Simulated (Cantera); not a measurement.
**Thermodynamics of metals in furnace atmospheres, feed Pb + O2 + CO**

A closed system holds: 1 mol Pb, 1.7 mol O2, 12 mol CO, equilibrated at 1023 K and 1.70 bar.

Equilibrium computed with Cantera from the NASA thermochemical tables; the gas is ideal and each condensed phase is pure. Candidate condensed phases: C, Pb, PbO, PbO2, Pb3O4; 15 gas species. Equilibrium is a limit: real reactors are often held back by kinetics, nucleation or transport.

| Quantity | Value |
|---|---|
| x(CO) | 0.701 |
| x(CO2) | 0.299 |
| x(Pb) | 1.57e-5 |
| n(C(graphite)) | 0.144 mol |
| n(Pb(l)) | 1.000 mol |
| gas amount | 11.86 mol |
| log10 activity of PbO2(s) (absent) | -16.73 |
